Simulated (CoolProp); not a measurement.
C3F8 (R218) along the isobar 0.101 MPa: Z from the reference equation and from simpler models built on Tc = 71.9 °C, pc = 2.640 MPa, ω = 0.317; each cubic takes its own stable root.

Values from CoolProp's reference Helmholtz-energy equation of state, Lemmon 2006. It is a short technical equation, of lower accuracy than the large ones.

```csv
T (°C),phase,reference
-131.55,liquid,0.008267
-113.55,liquid,0.007580
-95.55,liquid,0.007045
-77.55,liquid,0.006626
-59.55,liquid,0.006298
-41.55,liquid,0.006050
-23.55,gas,0.9579
-5.55,gas,0.9681
12.45,gas,0.9751
30.45,gas,0.9801
48.45,gas,0.9838
66.45,gas,0.9867
```

**Question.** How far does each simpler model (van der Waals, Redlich-Kwong, Peng-Robinson) lie from the reference over these 12 states: mean and median of the absolute difference, and the worst?

**Answer.** 
- van der Waals: mean 3806.8 %, median 32.0 %, worst +15941.3 % at -41.55 °C and 0.101 MPa
- Redlich-Kwong: mean 1317.1 %, median 5.1 %, worst +15754.5 % at -41.55 °C and 0.101 MPa
- Peng-Robinson: mean 2.9 %, median 1.9 %, worst -6.8 % at -41.55 °C and 0.101 MPa

At some of these states van der Waals, Redlich-Kwong gives the other phase, because its saturation line lies elsewhere.
